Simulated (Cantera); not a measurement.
Cantera run:

```python
import numpy as np
import cantera as ct

gas_names = """
    B BF BF2 BF3 BH BHF2 BH2 BH3 BN B2 F F2 H HF H2 H2F2 H3F3 H4F4 H5F5 H6F6 H7F7 N NF NF2 NF3 NH NH2
    NH3 N2 N2H2 N2H4
""".split()
cond_names = """
    B(b) B(L) BN(s)
""".split()


# ... load() reads the species with a 1 bar reference pressure and builds the phases ...
atoms = {
    'BN': {'B': 1, 'N': 1},
    'HF': {'H': 1, 'F': 1},
    'H2': {'H': 2},
}
top_T = {'BN(s)': 3200}  # K; cautious upper limits of use, not melting points


# ... equilibrate(T, P, feed) seeds the gas with the atoms and calls Mixture.equilibrate('TP', solver="vcs", rtol=1e-11, max_steps=5000) ...
results = []
T = 1625  # K
P = 100000  # Pa
for m in [4.3, 9.4, 15, 20, 25, 30, 35, 40, 45]:
    feed = {'BN': 1, 'HF': m, 'H2': 2.9}  # mol
    mix = equilibrate(T, P, feed)
    results.append((T, P, feed, dict(zip(mix.species_names, mix.species_moles))))

top = {s: max(r[3][s] / sum(r[3][g] for g in gas_names) for r in results) for s in gas_names}
cols = sorted((s for s in top if top[s] > 1e-05), key=lambda s: -top[s])[:5]
seen = [c for c in cond_names if any(r[3].get(c, 0) > 1e-12 for r in results)]
print("log10 of partial pressures in bar; condensed amounts in mol")
print(f"{'n(HF)':>10s}" + "".join(f"{s[:9]:>10s}" for s in cols + seen))
for T, P, feed, n in results:
    ng = sum(n[g] for g in gas_names)
    print(f"{feed['HF']:10.4g}" + "".join(f"{np.log10(max(n[s] / ng * P / 1e5, 1e-99)):10.3f}" for s in cols)
          + "".join(f"{n.get(c, 0):10.4g}" for c in seen))
```

Result:

```
log10 of partial pressures in bar; condensed amounts in mol
     n(HF)        HF        H2       BF3        N2      BHF2
       4.3    -0.741    -0.215    -0.860    -1.158    -3.124
       9.4    -0.284    -0.447    -1.091    -1.391    -4.044
        15    -0.174    -0.610    -1.253    -1.554    -4.480
        20    -0.129    -0.716    -1.360    -1.661    -4.738
        25    -0.103    -0.802    -1.446    -1.747    -4.935
        30    -0.086    -0.874    -1.517    -1.818    -5.096
        35    -0.073    -0.935    -1.579    -1.880    -5.231
        40    -0.064    -0.989    -1.633    -1.933    -5.348
        45    -0.057    -1.037    -1.680    -1.981    -5.451
```

These are equilibrium values from Cantera (NASA tables, ideal gas, pure condensed phases), not measurements of a reactor. The tables' values for BF2 are old estimates; treat these amounts as uncertain.
